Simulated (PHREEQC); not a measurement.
Make-up at 25 °C: 0.0066 mol/kgw K2HPO4, 0.013 mol/kgw KHCO3 and 0.0013 mol/kgw NH4HS. Closed to the air; pH follows from the charge balance.

Equilibrium calculation in PHREEQC: ion-association model, phreeqc.dat.

This is a speciation only: nothing precipitates in the calculation.

**Question.** Predict the pH, specific conductance, ionic strength.

**Answer.** pH 8.39; specific conductance 2890 µS/cm; ionic strength 0.0336 mol/kgw.

**Question.** In which forms is S present?

**Answer.** HS- 97 %, H2S 2.9 % of the S.
